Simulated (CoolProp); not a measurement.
Ethylene along the isobar 6340 kPa: fugacity coefficient from the reference equation and from simpler models built on Tc = 282.4 K, pc = 5042 kPa, ω = 0.087; each cubic takes its own stable root.

Computed with CoolProp (reference Helmholtz-energy equation of state, Smukala 2000).

| T (K) | phase | reference | van der Waals | Redlich-Kwong | Soave-Redlich-Kwong | Peng-Robinson |
|---|---|---|---|---|---|---|
| 236.9 | liquid | 0.2414 | 0.3560 | 0.2574 | 0.2471 | … |
| 258.2 | liquid | 0.3788 | 0.4669 | 0.3954 | 0.3872 | 0.3718 |
| 279.5 | liquid | 0.5343 | 0.5785 | 0.5428 | 0.5417 | 0.5201 |
| 300.8 | supercritical | 0.6649 | 0.6751 | 0.6616 | 0.6662 | 0.6400 |
| 322.1 | supercritical | 0.7356 | 0.7347 | 0.7295 | 0.7372 | 0.7098 |
| 343.4 | supercritical | 0.7863 | … | 0.7786 | 0.7891 | 0.7615 |
| 364.7 | supercritical | … | 0.8109 | … | 0.8296 | 0.8023 |
| 386.1 | supercritical | 0.8564 | 0.8382 | 0.8474 | 0.8620 | … |
| 407.4 | supercritical | 0.8814 | 0.8606 | 0.8721 | 0.8881 | 0.8624 |
| 428.7 | supercritical | 0.9020 | 0.8794 | 0.8923 | 0.9096 | 0.8848 |
| 450 | supercritical | 0.9189 | 0.8952 | 0.9092 | 0.9273 | 0.9034 |

Q: Complete the blanks.

A: 
- 236.9, Peng-Robinson: 0.2376
- 343.4, van der Waals: 0.7774
- 364.7, reference: 0.8253
- 364.7, Redlich-Kwong: 0.8168
- 386.1, Peng-Robinson: 0.8354
